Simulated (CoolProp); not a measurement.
Saturated liquid density (kg/m³) of dimethyl ether: the reference equation beside estimates from Tc = 400.4 K, pc = 5.337 MPa, ω = 0.196.

Model: reference Helmholtz-energy equation of state, Wu 2011, in CoolProp.

```csv
T (K),reference,Redlich-Kwong,Soave-Redlich-Kwong
211.1,?,706.5,717.2
233.4,755.4,679.1,692.4
255.7,725.0,648.7,664.4
278,692.8,614.8,632.6
300.4,657.8,576.5,595.7
322.7,619.1,?,552.7
345,574.5,?,?
367.4,518.1,418.7,435.1
389.7,428.8,329.4,339.3
```

Question: Some entries are withheld; supply them.

Answer: 
- 211.1, reference: 784.4
- 322.7, Redlich-Kwong: 532.9
- 345, Redlich-Kwong: 481.8
- 345, Soave-Redlich-Kwong: 500.9

Absolute difference from the reference over all 9 rows, mean and median: Redlich-Kwong 14.1 and 12.4 %, Soave-Redlich-Kwong 11.5 and 9.4 %.
